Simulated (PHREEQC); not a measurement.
Model water analysis in mg/L, 25 °C, pH 6.88, pe 8.8: Na 0.294; K 0.448; Ca 0.44; Mg 0.0853; Cl 0.987; S(6) as SO4 0.951; Alkalinity as HCO3 0.417; Br 0.000878.

Valence states are taken as typed.

Equilibrium calculation in PHREEQC: ion-association model, wateq4f.dat.

```yaml
ionic_strength: 7.83e-5 mol/kgw
charge_balance_error: -1.2 %
```

```json
[
 {"species": "Cl-", "molality": "2.78e-5", "activity": "2.76e-5", "log γ": "-0.004"},
 {"species": "Na+", "molality": "1.28e-5", "activity": "1.27e-5", "log γ": "-0.004"},
 {"species": "K+", "molality": "1.15e-5", "activity": "1.13e-5", "log γ": "-0.004"},
 {"species": "Ca+2", "molality": "1.10e-5", "activity": "1.05e-5", "log γ": "-0.018"},
 {"species": "SO4-2", "molality": "9.87e-6", "activity": "9.47e-6", "log γ": "-0.018"},
 {"species": "HCO3-", "molality": "6.88e-6", "activity": "6.81e-6", "log γ": "-0.004"},
 {"species": "Mg+2", "molality": "3.50e-6", "activity": "3.36e-6", "log γ": "-0.018"}
]
```

No solid was allowed to form.
